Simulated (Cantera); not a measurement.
A closed system holds: 1 mol CuO, 82 mol H2, at 1023 K and 0.133 bar.

Method: chemical equilibrium by Gibbs-energy minimisation in Cantera with the NASA 1993 tables (ideal gas, pure condensed phases). Candidate condensed phases: Cu, CuO, Cu(OH)2, Cu2O, H2O; 12 gas species. Equilibrium is a limit: real reactors are often held back by kinetics, nucleation or transport.

Base state: H2 0.988, H2O 0.0122 (mole fractions); condensed: Cu(s).

What changes in the equilibrium state with this change: CuO replaced by V2O5?


| species | before | after |
|---|---|---|
| H2 | 0.988 | 0.976 |
| H2O | 0.0122 | 0.0244 |
| Cu(s), mol | 1.00 | 0 |
| V2O3(s), mol | 0 | 1.00 |
Condensed phases not in the tables: the oxides between V2O3 and V2O5 other than VO2. Further candidate phases: V, VO, V2O3, V2O4, V2O5.
